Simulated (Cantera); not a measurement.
Charge: 1 mol Pb, 1.3 mol H₂, 84 mol N₂, equilibrated at 400 °C and 1.00 bar.

These are equilibrium values from Cantera (NASA tables, ideal gas, pure condensed phases), not measurements of a reactor. Candidate condensed phases: Pb; 11 gas species. The numbers say what is thermodynamically allowed, not how fast it happens.

Base state: N₂ 0.985, H₂ 0.0152, NH₃ 2.50e-5 (mole fractions); condensed: Pb(l).

Q: What changes in the equilibrium state with this change: temperature from 400 °C to 1177 °C?

A: 
```csv
species,before,after
N₂,0.985,0.973
H₂,0.0152,0.0151
Pb,<1e-9,0.0116
NH₃,2.50e-5,1.32e-7
"Pb(l), mol",1.00,0
```
